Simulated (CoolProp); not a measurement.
A simple Rankine cycle with benzene: condensing at 300.15 K, boiler at 1.34 MPa, turbine inlet 473.9 K, turbine efficiency 0.6, pump efficiency 0.7, no recuperator. Each further row changes one setting.

Values from CoolProp's reference Helmholtz-energy equation of state, Thol 2012.

```
case                             thermal efficiency (%)  net work (kJ/kg)  heat in (kJ/kg)  turbine exit temperature (K)  volume ratio over the turbine
-------------------------------  ----------------------  ----------------  ---------------  ----------------------------  -----------------------------
as stated                                             ?               107              639                             ?                           96.4
turbine inlet 493.9 K                              16.8               114              678                         404.5                           94.3
condensing temperature 292.15 K                    17.5               114              653                         376.5                            138
boiler pressure 0.938 MPa                          15.8                 ?              652                         393.7                           64.1
turbine efficiency 0.5                             13.9              88.6              639                         395.0                           99.7
```

**Question.** What belongs in the gaps?

**Answer.** 
- as stated, thermal efficiency (%): 16.7
- as stated, turbine exit temperature (K): 382.2
- boiler pressure 0.938 MPa, net work (kJ/kg): 103
